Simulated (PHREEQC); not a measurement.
Dissolve 0.019 mol H3PO4 and 0.28 mol NH3 per kg of water at 40 °C. Closed to the air; pH follows from the charge balance.

Model: ion-association model, phreeqc.dat, run in PHREEQC.

No solid was allowed to form.

**Question.** What pH does the model give?

**Answer.** pH 9.72.

**Question.** In which forms is N present?

**Answer.** NH3 86 %, NH4+ 14 % of the N.

Complexes and solids missing from the database can't appear. Away from 25 °C the constants follow the database's enthalpies or fits; those with neither stay at their 25 °C values.
